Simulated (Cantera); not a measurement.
**Cr2O3 + H2 (hydrogen reduction and annealing atmospheres)**

Feed: 1 mol Cr2O3, 21 mol H2, at 133 Pa.

Equilibrium computed with Cantera from the NASA thermochemical tables; the gas is ideal and each condensed phase is pure. Candidate condensed phases: Cr, Cr2O3, H2O; 13 gas species. Mutual solubility and eutectic melting of coexisting phases are not modelled. Rates play no part.

```tsv
T (K)	log p H2	log p H2O	log p Cr	log p H	log p CrO	log p OH	log p CrO2	log p O	n Cr(s)	n Cr2O3(s)
1425	-2.88	-6.01	-6.96	-6.60	-10.66	-11.40	-14.12	<-14	0.00855	0.995
1525	-2.88	-5.71	-6.03	-6.06	-9.35	-10.41	-12.53	-13.66	0.00569	0.990
1625	-2.88	-5.29	-5.47	-5.59	-8.28	-9.38	-11.07	-12.18	0	0.973
1725	-2.88	-4.87	-5.05	-5.17	-7.36	-8.42	-9.75	-10.81	0	0.929
1825	-2.90	-4.50	-4.68	-4.81	-6.55	-7.57	-8.58	-9.59	0	0.830
1925	-2.92	-4.18	-4.36	-4.48	-5.83	-6.81	-7.53	-8.49	0	0.631
2025	-2.97	-3.91	-4.10	-4.20	-5.19	-6.12	-6.58	-7.49	0	0.249
```
log p: log10 of the partial pressure in bar; n: condensed amount in mol.

From 1425 K to 1525 K the condensed part is Cr(s) + Cr2O3(s). From 1625 K to 2025 K the condensed part is Cr2O3(s). The main Cr-bearing gas is Cr throughout. The share of Cr in condensed phases is highest at 1425 K (99.9 %) and lowest at 2025 K (24.9 %).
